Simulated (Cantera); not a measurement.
Feed: 1 mol Ti(OiPr)₄, 0.53 mol C₃H₈, at 39.0 Pa.

Equilibrium computed with Cantera from the NASA thermochemical tables; the gas is ideal and each condensed phase is pure. Candidate condensed phases: C, C₆H₆, C₇H₈, C₈H₁₈, H₂O, Ti, TiC, TiO, TiO₂, Ti₂O₃, Ti₃O₅, Ti₄O₇; 113 gas species. The feed counts by its element totals alone. TiC: taken at fixed stoichiometry. Rates play no part.

Problem. At 1877 °C, list the 5 most abundant gas species with their mole fractions, and the condensed phases.

Solution. H₂ 0.645, CO 0.182, H 0.172, C₂H₂ (acetylene) 0.00125, Ti 2.90e-5. Condensed: C(graphite) + TiC(s).
